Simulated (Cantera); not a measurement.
Feed: 1 mol SiH₄, 270 mol H₂, held at 2548 K and 0.280 bar.

Cantera equilibrium calculation (NASA polynomials, part measured and part estimated; ideal gas, pure solids and liquids). Candidate condensed phases: Si; 9 gas species. Gases not in the tables: Si₂H₆ and higher silanes. Equilibrium is a limit: real reactors are often held back by kinetics, nucleation or transport.

Base state: H₂ 0.940, H 0.0567, Si 0.00302, SiH 0.000380, SiH₂ 0.000142, Si₂ 1.08e-5 (mole fractions); condensed: gas only.

Question: What changes in the equilibrium state with this change: SiH₄ replaced by SiF₄?

Answer: 
```
species    before     after
-------  --------  --------
H₂          0.940     0.927
H          0.0567    0.0563
HF              0    0.0131
Si        0.00302   0.00237
SiF             0  0.000384
SiF₂            0  0.000375
SiF₃            0   1.30e-5
Si₂       1.08e-5   6.66e-6
SiH₂     0.000142  0.000110
```
The tables' values for SiF, SiF₂, SiF₃ are old estimates; treat these amounts as uncertain.
